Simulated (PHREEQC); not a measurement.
Solution (20 °C): 11 mmol/kgw HF and 110 mmol/kgw (NH4)2SiF6. Closed to the air; pH follows from the charge balance.

Model: ion-association model, wateq4f.dat, run in PHREEQC.

The ionic strength comes out as 0.333 mol/kgw. What activity coefficients do HF2-, SiF6-2, H+, F-, NH4+ get?

HF2- 0.67, SiF6-2 0.25, H+ 0.78, F- 0.67, NH4+ 0.73.

This is a speciation only: nothing precipitates in the calculation. SiF6-2 is the database's only silicon fluoride.
